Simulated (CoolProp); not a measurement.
Saturated liquid density (kg/m³) of n-hexane: the reference equation beside estimates from Tc = 507.8 K, pc = 3.044 MPa, ω = 0.300. Rackett uses Z = 0.29056 − 0.08775 ω.

Values from CoolProp's reference Helmholtz-energy equation of state, Thol 2019.

```csv
T (K),reference,Rackett,Redlich-Kwong,Soave-Redlich-Kwong
295,657.6,664.1,572.2,592.3
308.6,645.2,651.3,560.3,581.7
322.3,632.3,638.1,547.6,570.3
336,619.1,624.4,534.3,558.1
349.6,605.6,610.4,520.4,545.1
363.3,591.5,595.7,505.5,531.0
376.9,576.8,580.5,489.9,515.9
390.6,561.4,564.4,473.1,499.5
404.2,545.1,547.6,455.3,481.8
417.9,527.6,529.5,436.0,462.2
431.5,508.8,510.2,415.2,440.8
445.2,487.9,488.9,392.3,416.7
458.8,464.4,465.3,367.0,389.5
472.5,436.5,437.8,337.8,357.7
```

Absolute difference from the reference over all 14 rows, mean and median: Rackett 0.6 and 0.6 %, Redlich-Kwong 16.3 and 15.4 %, Soave-Redlich-Kwong 12.0 and 10.8 %.
